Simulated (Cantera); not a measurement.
A closed system holds: 1 mol Cr2O3, a varied amount of H2, at 1302 °C and 0.00490 bar.

Method: chemical equilibrium by Gibbs-energy minimisation in Cantera with the NASA 1993 tables (ideal gas, pure condensed phases). Candidate condensed phases: Cr, Cr2O3, H2O; 13 gas species. Equilibrium is a limit: real reactors are often held back by kinetics, nucleation or transport.

**Question.** At 2100 mol H2, list the 4 most abundant gas species with their mole fractions, and the condensed phases.

**Answer.** H2 0.997, H2O 0.00143, H 0.000593, Cr 0.000498. Condensed: Cr(s).
